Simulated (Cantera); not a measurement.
A closed system holds: 1 mol SiH4, 0.56 mol HCl, 75 mol H2, equilibrated at 1575 °C and 1.60 mbar.

These are equilibrium values from Cantera (NASA tables, ideal gas, pure condensed phases), not measurements of a reactor. Candidate condensed phases: Si; 19 gas species. The tables' values for SiCl are old estimates; treat these amounts as uncertain. Gases not in the tables: Si2H6 and higher silanes. Kinetics and transport are ignored.

Base state: H2 0.976, H 0.0131, HCl 0.00674, Si 0.00392, SiH 0.000154, SiCl2 0.000135, SiCl 7.01e-5, Cl 6.87e-5 (mole fractions); condensed: Si(l).

Task: What changes in the equilibrium state with this change: pressure from 1.60 mbar to 0.660 bar?

Result: 
```
species       before     after
----------  --------  --------
H2             0.976     0.992
HCl          0.00674   0.00693
H             0.0131  0.000650
Si           0.00392   9.50e-6
SiCl2       0.000135  0.000140
Si2          2.73e-5   6.61e-8
SiH         0.000154   7.67e-6
SiCl         7.01e-5   3.52e-6
Si(l), mol     0.656     0.984
```

Task: What changes in the equilibrium state with this change: temperature from 1575 °C to 1952 °C?

Result: 
| species | before | after |
|---|---|---|
| H2 | 0.976 | 0.834 |
| H | 0.0131 | 0.148 |
| Si | 0.00392 | 0.0115 |
| SiCl2 | 0.000135 | 3.01e-6 |
| Cl | 6.87e-5 | 0.000748 |
| Si(l), mol | 0.656 | 0 |
